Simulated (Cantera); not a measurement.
A Cantera script and its output.

```python
import numpy as np
import cantera as ct

gas = ct.Solution("gri30.yaml")


def delay(T, t_max=10):
    gas.TPX = T, 230000, {'CO': 1, 'H2': 0.37, 'CH4': 0.45, 'O2': 1.58, 'N2': 9.99, 'CO2': 0.51}
    reactor = ct.IdealGasReactor(gas, clone=False)
    net = ct.ReactorNet([reactor])
    net.rtol, net.atol = 1e-8, 1e-16
    while net.time < t_max:
        t_old, T_old = net.time, reactor.T
        net.step()
        if reactor.T > T + 400:  # ignition: a rise of 400 K
            return t_old + (T + 400 - T_old) / (reactor.T - T_old) * (net.time - t_old)
    return np.nan


taus = []
for T in [1025, 1075, 1125, 1175, 1225, 1275, 1325, 1375]:
    taus.append(delay(T))
    print(f"T0 = {T:6g} K   tau = {taus[-1]:.4e} s")
```

It prints:

```
T0 =   1025 K   tau = 5.0755e-03 s
T0 =   1075 K   tau = 2.5460e-03 s
T0 =   1125 K   tau = 1.4920e-03 s
T0 =   1175 K   tau = 9.4357e-04 s
T0 =   1225 K   tau = 6.2167e-04 s
T0 =   1275 K   tau = 4.2082e-04 s
T0 =   1325 K   tau = 2.9143e-04 s
T0 =   1375 K   tau = 2.0641e-04 s
```

Cantera simulation using GRI-Mech 3.0 (53 species, 325 reactions); the numbers are that mechanism's predictions, not measurements.
